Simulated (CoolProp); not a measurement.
The numbers come from the reference Helmholtz-energy equation of state, Gao 2016 in CoolProp.

Q: For sulfur dioxide, give the phase and the density (kg/m³), Joule-Thomson coefficient (K/MPa), isothermal compressibility (1/MPa), expansivity (1/kK) at 371.9 K and 1.18 MPa; 481.5 K and 3.76 MPa; 208.8 K and 2 MPa.

A: 
- 371.9 K and 1.18 MPa: gas; density 27.0, Joule-Thomson coefficient 18.9, isothermal compressibility 0.944, expansivity 3.79
- 481.5 K and 3.76 MPa: gas; density 68.3, Joule-Thomson coefficient 9.25, isothermal compressibility 0.304, expansivity 3.22
- 208.8 K and 2 MPa: liquid; density 1600, Joule-Thomson coefficient -0.306, isothermal compressibility 0.000625, expansivity 1.56
